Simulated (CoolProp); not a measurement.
A single-stage vapour-compression cycle with the fluid: evaporating at 234.15 K (dew point), condensing at 285.15 K (bubble point), superheat 0 K, subcooling 2 K, compressor efficiency 0.75, no pressure losses. The same conditions are run with several fluids, on thermodynamics alone (safety and materials aside).

Computed with CoolProp (reference Helmholtz-energy equation of state of each fluid (CH3F (R41): Lemmon 2006; isobutene: Lemmon 2005; chlorine: Thol 2021; R13: Platzer 1990; hydrogen sulfide: Lemmon 2006; fluoroethane (R161): Wu 2012)). The equations of Platzer and Polt are older, rougher fits.

**Question.** Rank CH3F (R41), isobutene, chlorine, R13, hydrogen sulfide, fluoroethane (R161) by cooling COP, highest first.

**Answer.** isobutene (2.90), fluoroethane (R161) (2.85), chlorine (2.82), hydrogen sulfide (2.77), CH3F (R41) (2.53), R13 (2.17)

```csv
fluid,pressure ratio,discharge temperature (K),refrigerating effect (kJ/kg),volumetric capacity (kJ/m³)
CH3F (R41),4.68,355.1,306,3650
isobutene,8.50,310.7,313,217
chlorine,6.64,416.1,243,731
R13,4.24,308.9,69.4,2710
hydrogen sulfide,5.41,390.3,419,2060
fluoroethane (R161),6.72,336.6,325,786
```
